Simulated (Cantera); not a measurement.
Charge: 1 mol SiHCl₃, 420 mol H₂, at 10.0 Torr.

These are equilibrium values from Cantera (NASA tables, ideal gas, pure condensed phases), not measurements of a reactor. Candidate condensed phases: Si; 19 gas species. Equilibrium is a limit: real reactors are often held back by kinetics, nucleation or transport.

At 1075 K, list the 5 most abundant gas species with their mole fractions, and the condensed phases.

H₂ 0.993, HCl 0.00677, SiCl₂ 9.03e-5, SiHCl₃ 2.28e-5, SiCl₄ 1.25e-5. Condensed: Si(s).
